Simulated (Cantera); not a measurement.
A closed system holds: 1 mol SiH₂Cl₂, 0.26 mol C₂H₂, 310 mol H₂, held at 1427 °C and 0.00150 bar.

These are equilibrium values from Cantera (NASA tables, ideal gas, pure condensed phases), not measurements of a reactor. Mutual solubility and eutectic melting of coexisting phases are not modelled. The tables' values for SiCl are old estimates; treat these amounts as uncertain. Gases not in the tables: Si₂H₆ and higher silanes. Rates play no part.

```tsv
species	before	after
H	0.00378	0.574
H₂	0.989	0.419
HCl	0.00609	0.00231
Si	0.000452	0.00221
C	<1e-9	7.73e-5
SiC₂	<1e-9	4.83e-5
C₂H	<1e-9	4.81e-5
C₂H₂ (acetylene)	1.60e-8	0.000420
SiCl₂	0.000134	7.30e-9
C₃	<1e-9	1.80e-5
Si(l), mol	0.276	0
SiC(s), mol	0.519	0
```
Gas species are given as mole fractions.

Question: What was changed between the two runs?
A. temperature from 1427 °C to 875 °C
B. temperature from 1427 °C to 2300 °C
C. pressure from 0.00150 bar to 1.00 bar
D. temperature from 1427 °C to 1652 °C

Answer: B, temperature from 1427 °C to 2300 °C
